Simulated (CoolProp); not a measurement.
Dry air along the isotherm 127.5 K: fugacity coefficient from the reference equation and from simpler models built on Tc = 132.5 K, pc = 3.786 MPa, ω = 0.034; each cubic takes its own stable root.

Model: reference Helmholtz-energy equation of state, Lemmon 2000, in CoolProp. It is a pseudo-pure fit of the blend.

```csv
p (MPa),phase,reference
0.0299,gas,0.9970
0.0615,gas,0.9939
0.126,gas,0.9875
0.259,gas,0.9743
0.532,gas,0.9474
1.09,gas,0.8928
4.61,liquid,0.4936
9.46,liquid,0.2971
```

### Question
How far does each simpler model (van der Waals, Redlich-Kwong, Soave-Redlich-Kwong, Peng-Robinson) lie from the reference over these 8 states: mean and median of the absolute difference, and the worst?

### Answer
- van der Waals: mean 4.2 %, median 0.5 %, worst +19.3 % at 127.5 K and 9.46 MPa
- Redlich-Kwong: mean 0.5 %, median 0.0 %, worst +2.3 % at 127.5 K and 9.46 MPa
- Soave-Redlich-Kwong: mean 0.4 %, median 0.0 %, worst +2.1 % at 127.5 K and 9.46 MPa
- Peng-Robinson: mean 1.1 %, median 0.5 %, worst -4.1 % at 127.5 K and 9.46 MPa
